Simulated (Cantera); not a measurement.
Charge: 1 mol CuO, 830 mol H2, 0.23 mol H2O, equilibrated at 1950 K and 0.000120 bar.

These are equilibrium values from Cantera (NASA tables, ideal gas, pure condensed phases), not measurements of a reactor. Candidate condensed phases: Cu, CuO, Cu(OH)2, Cu2O, H2O; 12 gas species. Equilibrium is a limit: real reactors are often held back by kinetics, nucleation or transport.

Base state: H2 0.898, H 0.0992, H2O 0.00139, Cu 0.00114, OH 1.39e-5 (mole fractions); condensed: gas only.

Question: What changes in the equilibrium state with this change: CuO replaced by Fe2O3?

Answer: 
```csv
species,before,after
H2,0.898,0.895
H,0.0992,0.0990
H2O,0.00139,0.00365
Fe,0,0.00228
Cu,0.00114,0
OH,1.39e-5,3.67e-5
```
Further candidate phases: Fe, FeO, Fe(OH)2, Fe(OH)3, Fe2O3, Fe3O4.
